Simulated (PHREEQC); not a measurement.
Consider water at 50 °C with 1.6 mmol/kgw HF, 0.19 mmol/kgw H2SiF6, 5.3 mmol/kgw H3PO4 and 0.19 mmol/kgw HNO3. Closed to the air; pH follows from the charge balance.

All values are PHREEQC results (ion-association model, phreeqc.dat), not measurements.

```tsv
quantity	before	after
pH	2.45	2.46
ionic strength (mol/kgw)	0.00375	0.00366
H2PO4- (mol/kgw)	0.00324	0.00327
HF (mol/kgw)	0.00241	0.00151
H3PO4 (mol/kgw)	0.00206	0.00203
SI of Quartz (SiO2)	-0.09	-1.08
```

Task: Name the change that produced these shifts.
A. H2SiF6 from 0.00019 to 0.00095 mol/kgw
B. diluted 10-fold with water
C. HNO3 from 0.00019 to 0.000171 mol/kgw
D. H2SiF6 from 0.00019 to 1.9e-05 mol/kgw
E. H3PO4 from 0.0053 to 0.00795 mol/kgw

Result: D, H2SiF6 from 0.00019 to 1.9e-05 mol/kgw

Precipitation was switched off in this run. Away from 25 °C the constants follow the database's enthalpies or fits; those with neither stay at their 25 °C values. SiF6-2 is the database's only silicon fluoride.
